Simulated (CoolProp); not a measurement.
Properties of CHF3 (R23) along the isotherm 256.8 K (Tc = 299.3 K, pc = 4832 kPa, ω = 0.263).

The numbers come from the reference Helmholtz-energy equation of state, Penoncello 2003 in CoolProp.

```tsv
p (kPa)	phase	Joule-Thomson coefficient (K/MPa)	expansivity (1/kK)	viscosity (µPa s)	conductivity (mW/(m K))	fugacity coefficient
3220	liquid	0.1735	5.073	125	91.4	0.4077
6440	liquid	0.07129	4.365	133	94.6	0.2230
9660	liquid	0.0001374	3.895	141	97.3	0.1624
12900	liquid	-0.05342	3.550	148	99.8	0.1327
16100	liquid	-0.09490	3.288	154	102	0.1158
19300	liquid	-0.1286	3.077	161	104	0.1050
22500	liquid	-0.1565	2.903	167	106	0.09790
25800	liquid	-0.1808	2.751	173	108	0.09293
29000	liquid	-0.2010	2.625	179	109	0.08969
32200	liquid	-0.2186	2.516	184	111	0.08757
35400	liquid	-0.2340	2.419	190	112	0.08629
38700	liquid	-0.2481	2.330	195	114	0.08568
41900	liquid	-0.2602	2.252	200	115	0.08563
45100	liquid	-0.2710	2.182	206	117	0.08604
48300	liquid	-0.2808	2.119	211	118	0.08685
```

Viscosity comes from a separate model (Shan 2000). Thermal conductivity comes from a separate model (Shan 2000).
